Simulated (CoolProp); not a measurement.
Values from CoolProp's reference Helmholtz-energy equation of state, Zhou 2014.

**Question.** Give the vapour pressure (MPa), vapour density (kg/m³), enthalpy of vaporisation (kJ/kg), liquid cp (kJ/(kg K)) of saturated cyclohexane at 422 K.

**Answer.** 
```
T (K)  p (MPa)  vapour density (kg/m³)  enthalpy of vaporisation (kJ/kg)  liquid cp (kJ/(kg K))
-----  -------  ----------------------  --------------------------------  ---------------------
422      0.540                    14.8                               304                   2.50
```
